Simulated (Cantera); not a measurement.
A closed system holds: 1 mol Al(CH3)3, 46 mol N2, held at 1.33 mbar.

Equilibrium computed with Cantera from the NASA thermochemical tables; the gas is ideal and each condensed phase is pure. Candidate condensed phases: Al, AlN, C, C6H6, C7H8, C8H18; 97 gas species. The feed counts by its element totals alone. The numbers say what is thermodynamically allowed, not how fast it happens.

log p: log10 of the partial pressure in bar; n: condensed amount in mol.

```csv
T (K),log p N2,log p H2,log p H,log p Al,log p HCN,log p HNC,log p C2H2 (acetylene),n AlN(s),n C(graphite)
1225,-2.92,-3.92,-8.47,-13.74,(withheld),-9.68,-10.71,1.00,3.00
1325,-2.92,-3.92,-7.75,-11.69,(withheld),-9.05,-9.99,1.00,3.00
1425,-2.92,-3.92,-7.13,-9.92,(withheld),-8.52,-9.37,1.000,2.99
1525,-2.92,-3.92,-6.59,-8.39,(withheld),-8.06,-8.84,1.000,2.98
1625,-2.92,-3.92,-6.11,-7.05,(withheld),-7.65,-8.37,0.997,2.96
1725,-2.92,-3.93,-5.70,-5.86,(withheld),-7.30,-7.96,0.948,2.94
1825,-2.92,-3.94,-5.33,-4.81,(withheld),-6.99,-7.61,0.404,2.90
1925,-2.93,-3.96,-5.00,-4.59,(withheld),-6.72,-7.30,0,2.84
2025,-2.93,-3.99,-4.71,-4.59,(withheld),-6.47,-7.03,0,2.76
2125,-2.93,-4.03,-4.46,-4.59,(withheld),-6.26,-6.81,0,2.66
```

Q: Fill in the missing entries.

A: 
- 1225, log p HCN: -7.43
- 1325, log p HCN: -7.00
- 1425, log p HCN: -6.64
- 1525, log p HCN: -6.32
- 1625, log p HCN: -6.04
- 1725, log p HCN: -5.80
- 1825, log p HCN: -5.59
- 1925, log p HCN: -5.41
- 2025, log p HCN: -5.25
- 2125, log p HCN: -5.11
